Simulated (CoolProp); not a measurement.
Vapour-liquid equilibrium of p-xylene (1) + n-nonane (2) at 212 kPa; x and y are mole fractions of (1).

Values from CoolProp's multi-fluid Helmholtz-energy mixture model, Zhou 2012 and Lemmon 2006; pair parameters Bell 2016.

| x | bubble temperature, mixture model (K) | bubble temperature, Raoult's law (K) | y, mixture model | y, Raoult's law |
|---|---|---|---|---|
| 0.05 | 453.3 | 453.5 | 0.066 | 0.065 |
| 0.2 | 451.0 | 451.4 | … | 0.249 |
| 0.35 | … | 449.4 | 0.411 | 0.418 |
| 0.5 | … | 447.4 | 0.563 | 0.572 |
| 0.65 | 445.3 | 445.5 | 0.704 | 0.713 |
| 0.8 | 443.6 | 443.7 | 0.837 | 0.843 |
| 0.95 | 442.0 | 442.0 | 0.961 | 0.962 |

Q: What belongs in the gaps?

A: 
- 0.2, y, mixture model: 0.247
- 0.35, bubble temperature, mixture model (K): 449.0
- 0.5, bubble temperature, mixture model (K): 447.1

The largest gap from Raoult's law is -0.4 K in bubble temperature, at x = 0.35. No azeotrope shows between x = 0.05 and 0.95.

Pair parameters are fitted to limited data, so mixtures are less certain than the pure fluids.
